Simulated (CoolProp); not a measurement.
A closed Brayton cycle with carbon dioxide: compressor inlet 310.15 K and 8.5 MPa, high pressure 17.4 MPa, turbine inlet 955 K, compressor efficiency 0.8, turbine efficiency 0.93, recuperator effectiveness 0 (on enthalpy, no pinch check). Each further row changes one setting.

Computed with CoolProp (reference Helmholtz-energy equation of state, Span 1996).

```csv
case,thermal efficiency (%),net work (kJ/kg),compressor to turbine work,compressor exit (K),turbine exit (K)
as stated,11.4,96.8,0.17,340.4,857.0
turbine inlet 905 K,11.5,90.3,0.18,340.4,810.4
compressor inlet 320.15 K,11.1,83.4,0.28,375.7,857.0
high pressure 14.8 MPa,[?],[?],0.15,333.4,878.6
recuperator effectiveness 0.5,[?],96.8,0.17,340.4,857.0
```

Question: What belongs in the gaps?

Answer: 
- high pressure 14.8 MPa, thermal efficiency (%): 9.0
- high pressure 14.8 MPa, net work (kJ/kg): 76.9
- recuperator effectiveness 0.5, thermal efficiency (%): 18.0
